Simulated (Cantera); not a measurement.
Input: 1 mol SiHCl3, 0.063 mol HCl, 1500 mol H2, equilibrated at 13300 Pa.

Method: chemical equilibrium by Gibbs-energy minimisation in Cantera with the NASA 1993 tables (ideal gas, pure condensed phases). Candidate condensed phases: Si; 19 gas species. Gases not in the tables: Si2H6 and higher silanes. Kinetics and transport are ignored.

x: gas mole fraction; n: condensed amount in mol.

```
T (K)   x H2       x H    x HCl      x Si    x SiH2  n Si(s)  n Si(l)
-----  -----  --------  -------  --------  --------  -------  -------
1148   0.998   1.96e-7  0.00201  1.37e-12   3.96e-9    0.981        0
1248   0.998   1.28e-6  0.00202  5.82e-11   3.01e-8    0.983        0
1348   0.998         …  0.00202         …         …    0.982        0
1448   0.998   2.52e-5  0.00201   2.19e-8   7.47e-7    0.979        0
1548   0.998   8.42e-5  0.00201   2.38e-7   2.72e-6    0.974        0
1648   0.998  0.000244  0.00201   1.93e-6   8.46e-6    0.960        0
1748   0.997  0.000625  0.00201   1.09e-5   2.05e-5        0    0.923
1848   0.996   0.00145  0.00201   4.71e-5   4.15e-5        0    0.818
1948   0.995   0.00309  0.00201  0.000174   7.79e-5        0    0.517
2048   0.991   0.00611  0.00200  0.000437  0.000106        0        0
2148   0.986    0.0113  0.00200  0.000493   6.84e-5        0        0
2248   0.977         …  0.00198  0.000530         …        0        0
2348   0.964    0.0332  0.00195  0.000554   2.87e-5        0        0
2448   0.944    0.0530  0.00191  0.000568   1.89e-5        0        0
```

Q: Fill in the missing entries.

A: 
- 1348, x H: 6.33e-6
- 1348, x Si: 1.41e-9
- 1348, x SiH2: 1.69e-7
- 2248, x H: 0.0199
- 2248, x SiH2: 4.41e-5
